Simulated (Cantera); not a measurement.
A freely propagating, adiabatic, planar premixed flame of CH₃OH : O₂ : N₂ : H₂O = 1 : 1 : 3.76 : 0.17 (molar parts), unburnt at 600 K and 100000 Pa; mixture-averaged transport, grid criteria slope 0.08 and curve 0.16, no radiation.

Model: GRI-Mech 3.0 (53 species, 325 reactions), integrated in Cantera. GRI-Mech 3.0 was tuned for natural gas; its chemistry of methanol as a main component is partial and can be far from experiment. Burning velocities carry a grid error of a few per cent, more on coarse grids.

Task: What does this change do: 0.49 parts CO2 added?

Result: 
```
quantity                    before     after
------------------------  --------  --------
laminar burning velocity  140 cm/s  100 cm/s
thermal thickness         0.235 mm  0.286 mm
peak x(CH₂O)                0.0148    0.0123
peak x(C₂H₂)               6.81e-6   3.59e-6
peak x(CH₂CO)              2.06e-5   1.38e-5
```

Task: What does this change do: inlet temperature 600 to 400 K?

Result: 
```
quantity                    before      after
------------------------  --------  ---------
laminar burning velocity  140 cm/s  66.0 cm/s
thermal thickness         0.235 mm   0.289 mm
peak x(CH₂O)                0.0148     0.0126
peak x(C₂H₂)               6.81e-6    5.39e-6
peak x(CH₂CO)              2.06e-5    1.58e-5
```
